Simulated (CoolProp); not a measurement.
Computed with CoolProp (reference Helmholtz-energy equation of state, Lemmon 2006). It is a short technical equation, of lower accuracy than the large ones.

### Question
Give the vapour pressure (kPa), liquid density (kg/m³), enthalpy of vaporisation (kJ/kg), liquid cp (kJ/(kg K)) of saturated carbonyl sulfide at 223.4, 249.7 K.

### Answer
| T (K) | p (kPa) | liquid density (kg/m³) | enthalpy of vaporisation (kJ/kg) | liquid cp (kJ/(kg K)) |
|---|---|---|---|---|
| 223.4 | 103 | 1170 | 309 | 1.18 |
| 249.7 | 302 | 1110 | 290 | 1.22 |
